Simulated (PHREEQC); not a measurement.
A solution holds 4.2 mmol/kgw H2SO4, at 20 °C. Closed to the air; pH follows from the charge balance.

All values are PHREEQC results (ion-association model, wateq4f.dat), not measurements.

This is a speciation only: nothing precipitates in the calculation.

### Question
Predict the pH, ionic strength.

### Answer
pH 2.19; ionic strength 0.0101 mol/kgw.

### Question
In which forms is S present?

### Answer
SO4-2 70 %, HSO4- 30 % of the S.

Species that the database lacks are ignored.
